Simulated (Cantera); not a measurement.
A freely propagating, adiabatic, planar premixed flame of 14.6 % CH4, 24.4 % O2, 61.0 % N2, equivalence ratio 1.2, unburnt at 650 K and 1.01 bar; mixture-averaged transport, grid criteria slope 0.08 and curve 0.16, no radiation.

Computed with Cantera and GRI-Mech 3.0 (53 species, 325 reactions). Burning velocities carry a grid error of a few per cent, more on coarse grids.

Task: Predict: laminar burning velocity; thermal thickness; peak x(H2O2); peak x(H); peak x(CO).

Result: 
```
Property                    Result
------------------------  --------
laminar burning velocity  231 cm/s
thermal thickness         0.227 mm
peak x(H2O2)               1.18e-5
peak x(H)                   0.0180
peak x(CO)                  0.0932
```
